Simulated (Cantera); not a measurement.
A closed system holds: 1 mol Si, 1.4 mol Cl₂, 2.3 mol F₂, equilibrated at 60000 Pa.

Method: chemical equilibrium by Gibbs-energy minimisation in Cantera with the NASA 1993 tables (ideal gas, pure condensed phases). Candidate condensed phases: Si; 17 gas species. Equilibrium is a limit: real reactors are often held back by kinetics, nucleation or transport.

Question: At 1200 K, list the 5 most abundant gas species with their mole fractions, and the condensed phases.

Answer: Cl₂ 0.405, SiF₄ 0.369, ClF 0.221, Cl 0.00388, F 0.000838. Condensed: gas only.
